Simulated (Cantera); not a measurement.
Input: 1 mol Si, a varied amount of Cl₂, equilibrated at 227 °C and 260 Pa.

Method: chemical equilibrium by Gibbs-energy minimisation in Cantera with the NASA 1993 tables (ideal gas, pure condensed phases). Candidate condensed phases: Si; 9 gas species. Rates play no part.

**Question.** Which condensed phases are stable at each of these points (n(Cl₂) (mol)): 0.64, 0.88, 1.1, 1.4, 1.6, 1.8, 2.1, 2.3, 2.5, 2.8, 3, 3.3?

**Answer.** 
```csv
n(Cl₂) (mol),condensed phases,Si condensed (%)
0.64,Si(s),68.0
0.88,Si(s),56.0
1.1,Si(s),45.0
1.4,Si(s),30.0
1.6,Si(s),20.0
1.8,Si(s),10.0
2.1,gas only,0.0
2.3,gas only,0.0
2.5,gas only,0.0
2.8,gas only,0.0
3,gas only,0.0
3.3,gas only,0.0
```

From 0.64 mol Cl₂ to 1.8 mol Cl₂ the condensed part is Si(s). From 2.1 mol Cl₂ to 3.3 mol Cl₂ nothing is condensed.
